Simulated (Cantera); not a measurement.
An isothermal, constant-pressure homogeneous reactor starts with C2H6 : N2 = 1 : 45 (molar parts), at 1100 K and 57.0 Torr. Integrator tolerance rtol = 1e-08.

Computed with Cantera and GRI-Mech 3.0 (53 species, 325 reactions). GRI-Mech 3.0 stops at C3 and has no aromatics, soot or wall deposition, so with more carbon than oxygen in the feed, carbon stays in small species such as C2H2 where larger ones or solid carbon would form.

### Question
What does this change do: C2H6 1 to 0.5 parts?

### Answer
```csv
quantity,before,after
x(C2H6) at 60.0 s,9.38e-6 (gas-phase equilibrium 9.44e-7),2.46e-6 (gas-phase equilibrium 1.47e-7)
x(H2) at 60.0 s,0.0318 (gas-phase equilibrium 0.0288),0.0165 (gas-phase equilibrium 0.0175)
x(C2H4) at 60.0 s,0.00714 (gas-phase equilibrium 0.000770),0.00365 (gas-phase equilibrium 0.000196)
x(C2H2) at 60.0 s,0.0128 (gas-phase equilibrium 0.00531),0.00668 (gas-phase equilibrium 0.00222)
x(HCN) at 60.0 s,3.78e-11 (gas-phase equilibrium 0.0216),9.88e-11 (gas-phase equilibrium 0.0142)
x(H) at 60.0 s,1.10e-7 (gas-phase equilibrium 1.60e-8),6.73e-8 (gas-phase equilibrium 1.25e-8)
x(CH3) at 60.0 s,1.30e-7 (gas-phase equilibrium 8.46e-8),6.93e-8 (gas-phase equilibrium 3.33e-8)
```

### Question
What does this change do: N2 45 to 150 parts?

### Answer
```tsv
quantity	before	after
x(C2H6) at 60.0 s	9.38e-6 (gas-phase equilibrium 9.44e-7)	9.21e-7 (gas-phase equilibrium 3.07e-8)
x(H2) at 60.0 s	0.0318 (gas-phase equilibrium 0.0288)	0.0101 (gas-phase equilibrium 0.0116)
x(C2H4) at 60.0 s	0.00714 (gas-phase equilibrium 0.000770)	0.00225 (gas-phase equilibrium 6.22e-5)
x(C2H2) at 60.0 s	0.0128 (gas-phase equilibrium 0.00531)	0.00404 (gas-phase equilibrium 0.00107)
x(HCN) at 60.0 s	3.78e-11 (gas-phase equilibrium 0.0216)	1.93e-10 (gas-phase equilibrium 0.00988)
x(H) at 60.0 s	1.10e-7 (gas-phase equilibrium 1.60e-8)	4.73e-8 (gas-phase equilibrium 1.02e-8)
x(CH3) at 60.0 s	1.30e-7 (gas-phase equilibrium 8.46e-8)	4.41e-8 (gas-phase equilibrium 1.53e-8)
```
